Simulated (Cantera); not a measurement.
A closed system holds: 1 mol CuO, 0.52 mol CO, 2.6 mol H2, held at 13.3 mbar.

Equilibrium computed with Cantera from the NASA thermochemical tables; the gas is ideal and each condensed phase is pure. Candidate condensed phases: C, C6H6, C7H8, C8H18, Cu, CuO, Cu(OH)2, Cu2O, H2O; 113 gas species. Kinetics and transport are ignored.

Task: At 927 °C, list the 4 most abundant gas species with their mole fractions, and the condensed phases.

Result: H2 0.557, H2O 0.276, CO 0.122, CO2 0.0442. Condensed: Cu(s).
